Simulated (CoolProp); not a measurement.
Water along the isotherm 446.95 °C: Z from the reference equation and from simpler models built on Tc = 373.9 °C, pc = 220.6 bar, ω = 0.344; each cubic takes its own stable root.

The numbers come from the reference Helmholtz-energy equation of state, Wagner 2002 in CoolProp.

| p (bar) | phase | reference |
|---|---|---|
| 11 | gas | 0.9889 |
| 22.1 | gas | 0.9775 |
| 33.1 | gas | 0.9660 |
| 44.1 | gas | 0.9542 |
| 55.2 | gas | 0.9420 |
| 66.2 | gas | 0.9298 |
| 77.2 | gas | 0.9172 |
| 88.3 | gas | 0.9043 |
| 99.3 | gas | 0.8912 |
| 110 | gas | 0.8781 |

Question: How far does each simpler model (Pitzer virial, van der Waals, Redlich-Kwong, Soave-Redlich-Kwong, Peng-Robinson) lie from the reference over these 10 states: mean and median of the absolute difference, and the worst?

Answer: 
- Pitzer virial: mean 0.2 %, median 0.1 %, worst +0.5 % at 446.95 °C and 110 bar
- van der Waals: mean 0.2 %, median 0.2 %, worst -0.4 % at 446.95 °C and 110 bar
- Redlich-Kwong: mean 0.7 %, median 0.8 %, worst -1.3 % at 446.95 °C and 110 bar
- Soave-Redlich-Kwong: mean 0.1 %, median 0.1 %, worst -0.1 % at 446.95 °C and 55.2 bar
- Peng-Robinson: mean 1.0 %, median 1.1 %, worst -1.7 % at 446.95 °C and 110 bar
